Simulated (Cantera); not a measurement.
## Equilibrium for carbothermic reduction: CuO + C + H2

Charge: 1 mol CuO, 3.7 mol C, 1.6 mol H2, equilibrated at 1.33 mbar.

Equilibrium computed with Cantera from the NASA thermochemical tables; the gas is ideal and each condensed phase is pure. Candidate condensed phases: C, C6H6, C7H8, C8H18, Cu, CuO, Cu(OH)2, Cu2O, H2O; 113 gas species. The numbers say what is thermodynamically allowed, not how fast it happens.

```
T (K)   x H2   x CO      x Cu       x H     x CO2     x H2O  n C(graphite)  n Cu(s)  n Cu(l)
-----  -----  -----  --------  --------  --------  --------  -------------  -------  -------
873    0.616  0.380  3.39e-11   1.01e-9   0.00219   0.00133           2.71     1.00        0
973    0.615  0.384   3.84e-9   2.32e-8  0.000197  0.000196           2.70     1.00        0
1073   0.615  0.385   1.79e-7   3.01e-7   2.78e-5   4.10e-5           2.70     1.00        0
1173   0.615  0.385   4.28e-6   2.53e-6   5.50e-6   1.12e-5           2.70    1.000        0
1273   0.615  0.385   6.18e-5   1.53e-5   1.42e-6   3.75e-6           2.70    1.000        0
1373   0.615  0.384  0.000593   7.15e-5   4.48e-7   1.48e-6           2.70        0    0.998
1473   0.613  0.383   0.00388  0.000271   1.66e-7   6.55e-7           2.70        0    0.990
1573   0.602  0.377    0.0199  0.000864   6.80e-8   3.15e-7           2.70        0    0.947
1673   0.562  0.352    0.0834   0.00234   2.81e-8   1.48e-7           2.70        0    0.763
1773   0.441  0.277     0.276   0.00517   9.01e-9   5.32e-8           2.70        0        0
```
x: gas mole fraction; n: condensed amount in mol.

From 873 K to 1273 K the condensed part is C(graphite) + Cu(s). From 1373 K to 1673 K the condensed part is C(graphite) + Cu(l). At 1773 K the condensed part is C(graphite).
